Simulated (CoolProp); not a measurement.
Properties of CH3F (R41) along the isotherm 361.5 K.

Computed with CoolProp (reference Helmholtz-energy equation of state, Lemmon 2006). It is a short technical equation, of lower accuracy than the large ones.

```
p (MPa)          phase  cp (kJ/(kg K))  Joule-Thomson coefficient (K/MPa)  isothermal compressibility (1/MPa)
-------  -------------  --------------  ---------------------------------  ----------------------------------
0.0467             gas             [?]                              10.45                               21.46
0.0885             gas           1.224                              10.45                               11.34
0.168              gas             [?]                              10.43                               5.996
0.318              gas           1.242                              10.41                               3.189
0.603              gas           1.265                              10.36                               1.704
1.14               gas           1.313                              10.27                              0.9242
2.17               gas           1.418                              10.06                              0.5117
4.11               gas           1.688                              9.572                              0.3035
7.79     supercritical             [?]                                [?]                              0.2161
14.8     supercritical             [?]                              2.419                                 [?]
```

Problem. What belongs in the gaps?

Solution. 
- 0.0467, cp (kJ/(kg K)): 1.221
- 0.168, cp (kJ/(kg K)): 1.230
- 7.79, cp (kJ/(kg K)): 2.749
- 7.79, Joule-Thomson coefficient (K/MPa): 7.919
- 14.8, cp (kJ/(kg K)): 3.623
- 14.8, isothermal compressibility (1/MPa): 0.06072
